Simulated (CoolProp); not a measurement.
Vapour-liquid equilibrium of R22 (1) + R152A (2) at 38.6 kPa; x and y are mole fractions of (1).

Computed with CoolProp (multi-fluid Helmholtz-energy mixture model, Kamei 1995 and Outcalt 1996; pair parameters Bell 2016).

Task: Give the bubble temperature and the first vapour's composition at x = 0.2, 0.65, 0.8. Is there an azeotrope?

Result: x = 0.2: -47.2 °C, y = 0.335; x = 0.65: -54.5 °C, y = 0.822; x = 0.8: -56.8 °C, y = 0.917. No azeotrope shows between x = 0.05 and 0.95.

The pair parameters rest on a limited set of measurements; away from them the model extrapolates.
